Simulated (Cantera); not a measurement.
Cantera with NASA thermochemical tables; ideal gases at 1 bar, condensed phases pure. Values are per mole of reaction as written; species without (g) are pure solids or liquids, kept so even where they would boil at 1 bar.

Q: Between 300 and 923 K, where is each reaction favourable under standard conditions?
- 2 V + 5 H2O(g) ⇌ 10 H(g) + V2O5

A: 
- 2 V + 5 H2O(g) ⇌ 10 H(g) + V2O5: ΔG° is 1756 kJ at 300 K and 1528 kJ at 923 K; it stays positive (K < 1). ΔH° is 1923 kJ and ΔS° 428 J/K at 923 K.
